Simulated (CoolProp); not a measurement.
Vapour-liquid equilibrium of R245fa (1) + n-pentane (2) at 19.45 °C; x and y are mole fractions of (1).

Model: multi-fluid Helmholtz-energy mixture model, Akasaka 2015 and Thol 2019; pair parameters Bell 2016, in CoolProp.

| x | bubble pressure, mixture model (bar) | bubble pressure, Raoult's law (bar) | y, mixture model | y, Raoult's law |
|---|---|---|---|---|
| 0.05 | 0.9021 | 0.5863 | ___ | 0.103 |
| 0.2 | 1.353 | 0.6840 | 0.632 | 0.352 |
| 0.35 | 1.445 | 0.7816 | 0.668 | 0.539 |
| 0.5 | ___ | 0.8793 | 0.674 | 0.685 |
| 0.65 | ___ | 0.9769 | 0.683 | 0.802 |
| 0.8 | 1.451 | 1.075 | ___ | 0.897 |
| 0.95 | 1.320 | 1.172 | 0.875 | 0.976 |

### Question
What belongs in the gaps?

### Answer

- 0.05, y, mixture model: 0.404
- 0.5, bubble pressure, mixture model (bar): 1.457
- 0.65, bubble pressure, mixture model (bar): 1.463
- 0.8, y, mixture model: 0.724

The largest gap from Raoult's law is +97.8 % in bubble pressure, at x = 0.2. y crosses x between x = 0.65 and 0.8: the model has an azeotrope there.

Pair parameters are fitted to limited data, so mixtures are less certain than the pure fluids. With so large a gap from Raoult's law the liquid may split in two, which this calculation doesn't test in full.
